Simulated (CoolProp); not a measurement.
Vapour-liquid equilibrium of propane (1) + isobutane (2) at 252.7 K; x and y are mole fractions of (1).

Computed with CoolProp (multi-fluid Helmholtz-energy mixture model, Lemmon 2009 and Bücker 2006; pair parameters Kunz 2012).

```csv
x,"bubble pressure, mixture model (MPa)","bubble pressure, Raoult's law (MPa)","y, mixture model","y, Raoult's law"
0.05,0.07949,0.07959,0.146,0.151
0.15,0.09586,0.09653,0.361,0.374
0.25,0.1120,0.1135,0.513,0.530
0.35,0.1282,0.1304,0.627,0.646
0.45,0.1445,0.1474,0.718,0.735
0.55,0.1612,0.1643,0.792,0.805
0.65,0.1783,0.1813,0.853,0.863
0.75,0.1957,0.1982,0.904,0.910
0.85,0.2135,0.2152,0.948,0.950
0.95,0.2315,0.2321,0.984,0.985
```

The largest gap from Raoult's law is -2.0 % in bubble pressure, at x = 0.45. No azeotrope shows between x = 0.05 and 0.95.

The pair parameters rest on a limited set of measurements; away from them the model extrapolates.
